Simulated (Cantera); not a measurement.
Charge: 1 mol Si(CH₃)₄, 0.016 mol CH₄, 3.4 mol H₂, held at 1800 Pa.

Cantera equilibrium calculation (NASA polynomials, part measured and part estimated; ideal gas, pure solids and liquids). Candidate condensed phases: C, C₆H₆, C₇H₈, C₈H₁₈, Si, SiC; 87 gas species. Gases not in the tables: Si₂H₆ and higher silanes. The numbers say what is thermodynamically allowed, not how fast it happens.

Problem. At 2098 K, list the 6 most abundant gas species with their mole fractions, and the condensed phases.

Solution. H₂ 0.975, H 0.0227, C₂H₂ (acetylene) 0.00139, Si 0.000562, SiH 4.06e-5, SiC₂ 3.59e-5. Condensed: C(graphite) + SiC(s).
